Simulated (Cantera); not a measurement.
A closed system holds: 1 mol (CH₃)₂SiCl₂, 0.076 mol HCl, 7 mol H₂, 0.046 mol C₃H₈, equilibrated at 2300 K and 1.33 mbar.

These are equilibrium values from Cantera (NASA tables, ideal gas, pure condensed phases), not measurements of a reactor. Candidate condensed phases: C, C₆H₆, C₇H₈, C₈H₁₈, Si, SiC; 109 gas species. The feed counts by its element totals alone. The tables' values for SiCl are old estimates; treat these amounts as uncertain. Gases not in the tables: Si₂H₆ and higher silanes. Equilibrium is a limit: real reactors are often held back by kinetics, nucleation or transport.

Task: What is the equilibrium state?

Result: 
| Item | Result |
|---|---|
| x(H₂) | 0.582 |
| x(H) | 0.202 |
| x(HCl) | 0.114 |
| x(Si) | 0.0542 |
| x(Cl) | 0.0285 |
| x(SiC₂) | 0.00748 |
| x(SiCl₂) | 0.00303 |
| x(C₂H₂ (acetylene)) | 0.00252 |
| x(SiCl) | 0.00249 |
| n(C(graphite)) | 1.83 mol |
| gas amount | 13.75 mol |
| log10 activity of Si(l) (absent) | -1.11 |
